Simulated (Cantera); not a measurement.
Input (Python, Cantera):

```python
import numpy as np
import cantera as ct

gas = ct.Solution("gri30.yaml")
gas.TPX = 648, 500000, {'CH3OH': 1, 'O2': 2.54, 'N2': 15}
inlet = ct.Reservoir(gas, clone=True)
gas.equilibrate("HP")  # start burning
reactor = ct.IdealGasConstPressureReactor(gas, energy="on", clone=False)
exhaust = ct.Reservoir(gas, clone=True)
tau = [0.065, 0.038, 0.022, 0.013, 0.0075, 0.0044, 0.0025, 0.0015, 0.00086, 0.0005, 0.00029, 0.00017, 0.0001][0]
for a, b in ((inlet, reactor), (reactor, exhaust)):
    ct.MassFlowController(a, b, mdot=lambda t: reactor.mass / tau)
net = ct.ReactorNet([reactor])
show = ['CH3OH', 'O2', 'CH2CO', 'NO', 'CH4', 'HCN', 'NO2']

rows = []
print(f"{'tau/s':>10s}{'T/K':>9s}" + "".join(f"{s:>11s}" for s in show))
for tau in [0.065, 0.038, 0.022, 0.013, 0.0075, 0.0044, 0.0025, 0.0015, 0.00086, 0.0005, 0.00029, 0.00017, 0.0001]:
    net.initial_time = 0.0
    net.advance(30 * tau)
    before = gas.X
    net.advance(40 * tau)
    drift = np.max(np.abs(gas.X - before) / (gas.X + 1e-9))
    rows.append([gas.T, *gas[show].X, drift])
    print(f"{tau:10.3e}{gas.T:9.1f}" + "".join(f"{x:11.3e}" for x in gas[show].X))
```

It prints:

```
     tau/s      T/K      CH3OH         O2      CH2CO         NO        CH4        HCN        NO2
 6.500e-02   1639.6  4.402e-06  5.466e-02  4.988e-12  3.229e-06  9.313e-09  2.476e-11  4.039e-08
 3.800e-02   1638.4  6.471e-06  5.470e-02  9.432e-12  3.232e-06  1.075e-08  3.005e-11  4.537e-08
 2.200e-02   1636.8  9.552e-06  5.477e-02  1.828e-11  3.220e-06  1.284e-08  3.723e-11  4.956e-08
 1.300e-02   1634.6  1.389e-05  5.487e-02  3.546e-11  3.143e-06  1.601e-08  4.666e-11  5.148e-08
 7.500e-03   1631.3  2.056e-05  5.503e-02  7.403e-11  2.950e-06  2.176e-08  6.096e-11  5.028e-08
 4.400e-03   1626.5  3.021e-05  5.528e-02  1.604e-10  2.641e-06  3.221e-08  8.275e-11  4.592e-08
 2.500e-03   1619.0  4.603e-05  5.570e-02  3.941e-10  2.203e-06  5.493e-08  1.222e-10  3.886e-08
 1.500e-03   1608.3  6.912e-05  5.633e-02  9.659e-10  1.742e-06  9.996e-08  1.840e-10  3.163e-08
 8.600e-04   1588.3  1.166e-04  5.759e-02  2.925e-09  1.169e-06  2.253e-07  2.909e-10  2.387e-08
 5.000e-04    648.0  5.394e-02  1.370e-01  3.820e-22  1.801e-23  4.572e-20  3.355e-24  9.530e-21
 2.900e-04    648.0  5.394e-02  1.370e-01  2.189e-25  1.032e-26  6.649e-21  1.923e-27  5.462e-24
 1.700e-04    648.0  5.394e-02  1.370e-01  1.383e-26  6.521e-28  2.914e-21  1.215e-28  3.450e-25
 1.000e-04    648.0  5.394e-02  1.370e-01  8.735e-28  4.119e-29  1.132e-21  7.673e-30  2.179e-26
```

Computed with Cantera and GRI-Mech 3.0 (53 species, 325 reactions). GRI-Mech 3.0 was tuned for natural gas; its chemistry of methanol as a main component is partial and can be far from experiment.
